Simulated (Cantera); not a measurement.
A closed system holds: 1 mol TEOS, 4 mol CO2, a varied amount of N2, held at 648 K and 58.0 Pa.

Cantera equilibrium calculation (NASA polynomials, part measured and part estimated; ideal gas, pure solids and liquids). Candidate condensed phases: C, C6H6, C7H8, C8H18, H2O, Si, SiC, SiO2, Si2N2O, Si3N4; 151 gas species. The feed counts by its element totals alone. Rates play no part.

### Question
At 30 mol N2, list the 5 most abundant gas species with their mole fractions, and the condensed phases.

### Answer
N2 0.655, H2 0.200, CO2 0.0737, CO 0.0538, H2O 0.0172. Condensed: C(graphite) + SiO2(α-quartz).
